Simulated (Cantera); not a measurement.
**Abatement and gas-phase synthesis: NF3 + O2**

Charge: 1 mol NF3, 3.1 mol O2, held at 2775 °C and 0.133 bar.

These are equilibrium values from Cantera (NASA tables, ideal gas, pure condensed phases), not measurements of a reactor. The numbers say what is thermodynamically allowed, not how fast it happens.

| Quantity | Value |
|---|---|
| x(F) | 0.408 |
| x(O2) | 0.312 |
| x(O) | 0.204 |
| x(N2) | 0.0596 |
| x(NO) | 0.0169 |
| x(FO) | 6.81e-5 |
| x(N) | 1.26e-5 |
| x(NO2) | 4.24e-6 |
| x(F2) | 3.08e-6 |
| gas amount | 7.348 mol |
